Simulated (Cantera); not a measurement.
A Cantera script and its output.

```python
import numpy as np
import cantera as ct

gas = ct.Solution("gri30.yaml")


def delay(T, t_max=10):
    gas.TPX = T, 100000, {'CH4': 1, 'O2': 1.67, 'N2': 6.27}
    reactor = ct.IdealGasConstPressureReactor(gas, clone=False)
    net = ct.ReactorNet([reactor])
    net.rtol, net.atol = 1e-8, 1e-16
    while net.time < t_max:
        t_old, T_old = net.time, reactor.T
        net.step()
        if reactor.T > T + 400:  # ignition: a rise of 400 K
            return t_old + (T + 400 - T_old) / (reactor.T - T_old) * (net.time - t_old)
    return np.nan


taus = []
for T in [1250, 1325, 1400, 1475, 1550, 1625, 1700, 1775]:
    taus.append(delay(T))
    print(f"T0 = {T:6g} K   tau = {taus[-1]:.4e} s")
```

Result:

```
T0 =   1250 K   tau = 2.5161e-02 s
T0 =   1325 K   tau = 9.3981e-03 s
T0 =   1400 K   tau = 3.7745e-03 s
T0 =   1475 K   tau = 1.6365e-03 s
T0 =   1550 K   tau = 7.7183e-04 s
T0 =   1625 K   tau = 3.9700e-04 s
T0 =   1700 K   tau = 2.2126e-04 s
T0 =   1775 K   tau = 1.3205e-04 s
```

Model: GRI-Mech 3.0 (53 species, 325 reactions), integrated in Cantera.
